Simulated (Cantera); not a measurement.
Cantera run:

```python
import numpy as np
import cantera as ct

gas_names = """
    F SiF2 SiF4 CF2 SiCL4 CCL4
""".split()
cond_names = """
    Si(cr) Si(L)
""".split()


# ... load() reads the species with a 1 bar reference pressure and builds the phases ...
species = {s.name: s for s in load("nasa_gas.yaml", gas_names) + load("nasa_condensed.yaml", cond_names)}
# Each term lists the table entries of one substance; the one whose range holds T is used.
reactions = {
    '2 F(g) + SiF2(g) = SiF4(g)':
        [(-2, ['F']), (-1, ['SiF2']), (1, ['SiF4'])],
    'CF2(g) + SiCl4(g) = 2 F(g) + CCl4(g) + Si':
        [(-1, ['CF2']), (-1, ['SiCL4']), (2, ['F']), (1, ['CCL4']), (1, ['Si(cr)', 'Si(L)'])],
}


def pick(names, T):
    return next(species[n] for n in names if species[n].thermo.min_temp <= T <= species[n].thermo.max_temp)


results = []
for label, terms in reactions.items():
    print(label)
    print("     T/K   dH/kJ  dS/(J/K)   dG/kJ   log10 K")
    for T in [300, 1073, 1173, 1273, 1373, 1473, 1573, 1673, 1773, 1873]:
        used = [(nu, pick(names, T)) for nu, names in terms]
        dH = sum(nu * s.thermo.h(T) for nu, s in used) / 1e6
        dS = sum(nu * s.thermo.s(T) for nu, s in used) / 1e3
        dG = dH - T * dS / 1e3
        logK = -dG * 1e6 / (ct.gas_constant * T * np.log(10))
        results.append((label, T, dH, dS, dG, logK, [s.name for _, s in used]))
        print(f"{T:8g} {dH:8.1f} {dS:8.1f} {dG:8.1f} {logK:8.2f}")
```

Output:

```
2 F(g) + SiF2(g) = SiF4(g)
     T/K   dH/kJ  dS/(J/K)   dG/kJ   log10 K
     300  -1185.9   -291.4  -1098.5   191.26
    1073  -1187.6   -297.0   -869.0    42.30
    1173  -1187.2   -296.6   -839.3    37.37
    1273  -1186.7   -296.2   -809.7    33.22
    1373  -1186.1   -295.8   -780.1    29.68
    1473  -1185.6   -295.4   -750.5    26.61
    1573  -1184.9   -294.9   -721.0    23.94
    1673  -1184.3   -294.6   -691.5    21.59
    1773  -1183.6   -294.2   -662.1    19.51
    1873  -1182.9   -293.8   -632.7    17.64
CF2(g) + SiCl4(g) = 2 F(g) + CCl4(g) + Si
     T/K   dH/kJ  dS/(J/K)   dG/kJ   log10 K
     300    907.8     74.7    885.4  -154.15
    1073    920.1     96.0    817.1   -39.78
    1173    921.5     97.2    807.5   -35.96
    1273    922.8     98.3    797.7   -32.73
    1373    924.2     99.3    787.8   -29.97
    1473    925.5    100.3    777.8   -27.58
    1573    926.9    101.2    767.8   -25.49
    1673    928.3    102.0    757.6   -23.65
    1773    979.7    132.5    744.9   -21.94
    1873    980.9    133.1    731.6   -20.40
```

Source: NASA polynomial tables (part measured, part estimated), evaluated in Cantera. The tables' values for SiF2 are old estimates. Condensed species are held in their standard states even where they would react or evaporate.
